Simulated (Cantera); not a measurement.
A Cantera script and what it prints.

```python
import numpy as np
import cantera as ct

gas_names = [...]  # 151 gases of nasa_gas.yaml made of C, H, N, O, Si
cond_names = """
    C(gr) C6H6(L) C7H8(L) C8H18(L),n-octa H2O(s) H2O(L) Si(cr) Si(L) SiC(b) SiO2(Lqz) SiO2(hqz) SiO2(L)
    Si2N2O(s) Si3N4(a)
""".split()


# ... load() reads the species with a 1 bar reference pressure and builds the phases ...
atoms = {
    'HMDSO': {'Si': 2, 'C': 6, 'H': 18, 'O': 1},
    'CO2': {'C': 1, 'O': 2},
    'N2': {'N': 2},
    'H2O': {'H': 2, 'O': 1},
}
top_T = {'C(gr)': 4500, 'SiC(b)': 3050, 'Si2N2O(s)': 2100, 'Si3N4(a)': 2400}  # K; cautious upper limits of use, not melting points


# ... equilibrate(T, P, feed) seeds the gas with the atoms and calls Mixture.equilibrate('TP', solver="vcs", rtol=1e-11, max_steps=5000) ...
results = []
feed = {'HMDSO': 1, 'CO2': 12, 'N2': 8.5, 'H2O': 5.4}  # mol
P = 133.322  # Pa
for T in [600, 650, 700, 750, 800, 850, 900, 950]:
    mix = equilibrate(T, P, feed)
    results.append((T, P, feed, dict(zip(mix.species_names, mix.species_moles))))
    x = sorted(zip(gas.X, gas.species_names), reverse=True)
    print(f"T = {T:g} K  P = {P:g} Pa  gas = {mix.phase_moles(0):.4g} mol")
    print("   x: " + "  ".join(f"{s} {v:.3e}" for v, s in x if v > 1e-06))
    print("   condensed (mol): " + ("  ".join(f"{mix.phase(i).name} {mix.phase_moles(i):.4g}"
          for i in range(1, mix.n_phases) if mix.phase_moles(i) > 1e-12) or "none"))
```

It prints:

```
T = 600 K  P = 133.322 Pa  gas = 33.7 mol
   x: CO2 3.093e-01  H2 2.650e-01  N2 2.522e-01  H2O 1.445e-01  CO 2.007e-02  CH4 8.835e-03  NH3 3.801e-06
   condensed (mol): C(gr) 6.6  SiO2(Lqz) 2
T = 650 K  P = 133.322 Pa  gas = 35.88 mol
   x: H2 3.150e-01  CO2 2.911e-01  N2 2.369e-01  H2O 7.941e-02  CO 7.411e-02  CH4 3.442e-03  NH3 2.148e-06
   condensed (mol): C(gr) 4.772  SiO2(Lqz) 2
T = 700 K  P = 133.322 Pa  gas = 39.26 mol
   x: H2 3.269e-01  CO2 2.170e-01  N2 2.165e-01  CO 2.009e-01  H2O 3.749e-02  CH4 1.212e-03  NH3 1.086e-06
   condensed (mol): C(gr) 1.544  SiO2(Lqz) 2
T = 750 K  P = 133.322 Pa  gas = 40.89 mol
   x: H2 3.185e-01  CO 2.679e-01  N2 2.079e-01  CO2 1.721e-01  H2O 3.343e-02  CH4 1.337e-04
   condensed (mol): SiO2(Lqz) 2
T = 800 K  P = 133.322 Pa  gas = 40.9 mol
   x: H2 3.092e-01  CO 2.776e-01  N2 2.078e-01  CO2 1.625e-01  H2O 4.289e-02  CH4 1.069e-05
   condensed (mol): SiO2(Lqz) 2
T = 850 K  P = 133.322 Pa  gas = 40.9 mol
   x: H2 2.997e-01  CO 2.871e-01  N2 2.078e-01  CO2 1.530e-01  H2O 5.233e-02  CH4 1.152e-06
   condensed (mol): SiO2(hqz) 2
T = 900 K  P = 133.322 Pa  gas = 40.9 mol
   x: CO 2.961e-01  H2 2.907e-01  N2 2.078e-01  CO2 1.440e-01  H2O 6.142e-02
   condensed (mol): SiO2(hqz) 2
T = 950 K  P = 133.322 Pa  gas = 40.9 mol
   x: CO 3.047e-01  H2 2.821e-01  N2 2.078e-01  CO2 1.354e-01  H2O 6.997e-02
   condensed (mol): SiO2(hqz) 2
```

These are equilibrium values from Cantera (NASA tables, ideal gas, pure condensed phases), not measurements of a reactor. The feed counts by its element totals alone.
